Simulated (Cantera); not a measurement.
# Stirred combustor or abatement burner

A perfectly stirred reactor is fed with 10.6 % CH₄, 0.690 % C₂H₆, 18.2 % O₂, 68.4 % N₂, 2.12 % H₂O, at 1.01 bar; it is adiabatic with a 600 K inlet, and is followed from long to short residence time, starting on the burning branch (τ in s: 0.063, 0.027, 0.011, 0.0049, 0.0021, 0.00088, 0.00038, 0.00016, 6.9e-05).

Model: GRI-Mech 3.0 (53 species, 325 reactions), integrated in Cantera.

```csv
τ (s),T (K),x CH₄,x C₂H₆,x O₂,x CH₂CO,x CO,x HO₂,x NO₂
0.063,2215,1.64e-5,4.73e-8,0.000188,4.47e-8,0.0610,6.65e-8,6.69e-9
0.027,2206,2.42e-5,1.01e-7,0.000317,7.72e-8,0.0610,1.16e-7,7.79e-9
0.011,2192,3.71e-5,2.22e-7,0.000556,1.31e-7,0.0611,2.11e-7,8.75e-9
0.0049,2176,5.75e-5,4.49e-7,0.000913,2.13e-7,0.0611,3.50e-7,9.28e-9
0.0021,2154,9.84e-5,9.43e-7,0.00151,3.76e-7,0.0614,5.81e-7,9.35e-9
0.00088,2128,0.000188,2.08e-6,0.00253,7.66e-7,0.0620,9.78e-7,8.84e-9
0.00038,2097,0.000392,4.77e-6,0.00432,1.85e-6,0.0633,1.76e-6,7.78e-9
0.00016,2048,0.00100,1.31e-5,0.00853,6.37e-6,0.0666,4.26e-6,6.09e-9
6.9e-5,600,0.106,0.00690,0.182,<1e-12,<1e-12,<1e-12,<1e-12
```
x: mole fraction; the columns are a selection and need not sum to one.
